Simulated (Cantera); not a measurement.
Charge: 1 mol Cu2O, 6.1 mol C, 0.11 mol N2, 0.85 mol CH4, equilibrated at 1550 K and 10.0 Torr.

Equilibrium computed with Cantera from the NASA thermochemical tables; the gas is ideal and each condensed phase is pure. Candidate condensed phases: C, C6H6, C7H8, C8H18, Cu, CuO, Cu(OH)2, Cu2O, H2O; 139 gas species. The numbers say what is thermodynamically allowed, not how fast it happens.

Base state: H2 0.604, CO 0.355, N2 0.0390, Cu 0.00139, HCN 0.000228, H 0.000212 (mole fractions); condensed: C(graphite) + Cu(l).

Question: What changes in the equilibrium state with this change: temperature from 1550 K to 1298.15 K?

Answer: 
```tsv
species	before	after
H2	0.604	0.605
CO	0.355	0.356
N2	0.0390	0.0391
Cu	0.00139	1.13e-5
H	0.000212	7.23e-6
H2O	3.47e-6	2.66e-5
HCN	0.000228	3.13e-5
CH4	9.88e-6	3.88e-5
C(graphite), mol	5.95	5.95
Cu(l), mol	2.00	0
Cu(s), mol	0	2.00
```
